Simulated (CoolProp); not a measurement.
A single-stage vapour-compression cycle with R11: evaporating at 321.15 K (dew point), condensing at 349.15 K (bubble point), superheat 10 K, subcooling 2 K, compressor efficiency 0.75, no pressure losses. Each further row changes one setting.

Values from CoolProp's reference Helmholtz-energy equation of state, Jacobsen 1992.

| case | cooling COP | pressure ratio | discharge temperature (K) | refrigerating effect (kJ/kg) | volumetric capacity (kJ/m³) |
|---|---|---|---|---|---|
| as stated | (withheld) | 2.13 | 367.3 | 154 | 1820 |
| evaporating temperature 326.15 K | 9.91 | (withheld) | 365.6 | 157 | (withheld) |
| condensing temperature 344.15 K | 9.78 | (withheld) | 361.1 | 159 | 1870 |
| subcooling 7 K | 8.14 | 2.13 | 367.3 | 159 | 1870 |
| superheat 20 K | (withheld) | 2.13 | 377.9 | (withheld) | 1820 |
| compressor efficiency 0.65 | 6.84 | 2.13 | (withheld) | 154 | 1820 |

Question: Some entries are withheld; supply them.

Answer: 
- as stated, cooling COP: 7.90
- evaporating temperature 326.15 K, pressure ratio: 1.84
- evaporating temperature 326.15 K, volumetric capacity (kJ/m³): 2120
- condensing temperature 344.15 K, pressure ratio: 1.88
- superheat 20 K, cooling COP: 7.92
- superheat 20 K, refrigerating effect (kJ/kg): 161
- compressor efficiency 0.65, discharge temperature (K): 371.8
